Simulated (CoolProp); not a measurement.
Vapour-liquid equilibrium of o-xylene (1) + n-decane (2) at 82.45 °C; x and y are mole fractions of (1).

Values from CoolProp's multi-fluid Helmholtz-energy mixture model, Zhou 2012 and Lemmon 2006; pair parameters Bell 2016.

```json
[
 {"x": "0.05", "bubble pressure, mixture model (MPa)": "0.005024", "bubble pressure, Raoult's law (MPa)": "0.005025", "y, mixture model": "0.138", "y, Raoult's law": "0.139"},
 {"x": "0.2", "bubble pressure, mixture model (MPa)": "[?]", "bubble pressure, Raoult's law (MPa)": "0.006434", "y, mixture model": "0.434", "y, Raoult's law": "0.434"},
 {"x": "0.35", "bubble pressure, mixture model (MPa)": "0.007879", "bubble pressure, Raoult's law (MPa)": "0.007843", "y, mixture model": "0.623", "y, Raoult's law": "0.623"},
 {"x": "0.5", "bubble pressure, mixture model (MPa)": "0.009297", "bubble pressure, Raoult's law (MPa)": "0.009253", "y, mixture model": "[?]", "y, Raoult's law": "0.754"},
 {"x": "0.65", "bubble pressure, mixture model (MPa)": "0.01070", "bubble pressure, Raoult's law (MPa)": "0.01066", "y, mixture model": "[?]", "y, Raoult's law": "0.850"},
 {"x": "0.8", "bubble pressure, mixture model (MPa)": "[?]", "bubble pressure, Raoult's law (MPa)": "0.01207", "y, mixture model": "[?]", "y, Raoult's law": "0.925"},
 {"x": "0.95", "bubble pressure, mixture model (MPa)": "0.01348", "bubble pressure, Raoult's law (MPa)": "0.01348", "y, mixture model": "[?]", "y, Raoult's law": "0.983"}
]
```

**Question.** Complete the blanks.

**Answer.** 
- 0.2, bubble pressure, mixture model (MPa): 0.006450
- 0.5, y, mixture model: 0.753
- 0.65, y, mixture model: 0.849
- 0.8, bubble pressure, mixture model (MPa): 0.01209
- 0.8, y, mixture model: 0.923
- 0.95, y, mixture model: 0.982

The largest gap from Raoult's law is +0.5 % in bubble pressure, at x = 0.5. No azeotrope shows between x = 0.05 and 0.95.

The pair parameters rest on a limited set of measurements; away from them the model extrapolates.
